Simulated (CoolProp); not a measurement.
A single-stage vapour-compression cycle with R410A: evaporating at 282.15 K (dew point), condensing at 305.15 K (bubble point), superheat 8 K, subcooling 8 K, compressor efficiency 0.65, no pressure losses. Each further row changes one setting.

The numbers come from the reference Helmholtz-energy equation of state, Lemmon 2003 in CoolProp. It is a pseudo-pure fit of the blend.

| case | cooling COP | pressure ratio | discharge temperature (K) | refrigerating effect (kJ/kg) | volumetric capacity (kJ/m³) |
|---|---|---|---|---|---|
| as stated | 7.08 | 1.89 | 331.1 | 195 | 7470 |
| evaporating temperature 287.15 K | 9.37 | 1.63 | 326.9 | 197 | 8750 |
| condensing temperature 300.15 K | 9.31 | 1.66 | 322.6 | 203 | 7790 |
| subcooling 13 K | 7.39 | 1.89 | 331.1 | 203 | 7790 |
| superheat 18 K | 7.00 | 1.89 | 342.2 | 206 | 7400 |
| compressor efficiency 0.55 | 5.99 | 1.89 | 335.4 | 195 | 7470 |
